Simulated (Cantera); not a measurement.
Cantera run:

```python
import numpy as np
import cantera as ct

gas_names = """
    AL ALH ALN AL2 H H2 N NH NH2 NH3 N2 N2H2 N2H4
""".split()
cond_names = """
    AL(cr) AL(L) ALN(s)
""".split()


# ... load() reads the species with a 1 bar reference pressure and builds the phases ...
atoms = {
    'AlN': {'AL': 1, 'N': 1},
    'H2': {'H': 2},
}
top_T = {'ALN(s)': 2750}  # K; cautious upper limits of use, not melting points


# ... equilibrate(T, P, feed) seeds the gas with the atoms and calls Mixture.equilibrate('TP', solver="vcs", rtol=1e-11, max_steps=5000) ...
results = []
feed = {'AlN': 1, 'H2': 7.3}  # mol
T = 1148  # K
P = 220  # Pa
mix = equilibrate(T, P, feed)
results.append((T, P, feed, dict(zip(mix.species_names, mix.species_moles))))
x = sorted(zip(gas.X, gas.species_names), reverse=True)
print(f"T = {T:g} K  P = {P:g} Pa  gas = {mix.phase_moles(0):.4g} mol")
print("   x: " + "  ".join(f"{s} {v:.3e}" for v, s in x if v > 0.0001))
print("   condensed (mol): " + ("  ".join(f"{mix.phase(i).name} {mix.phase_moles(i):.4g}"
      for i in range(1, mix.n_phases) if mix.phase_moles(i) > 1e-12) or "none"))
```

Result:

```
T = 1148 K  P = 220 Pa  gas = 7.3 mol
   x: H2 1.000e+00
   condensed (mol): ALN(s) 1
```

Method: chemical equilibrium by Gibbs-energy minimisation in Cantera with the NASA 1993 tables (ideal gas, pure condensed phases).
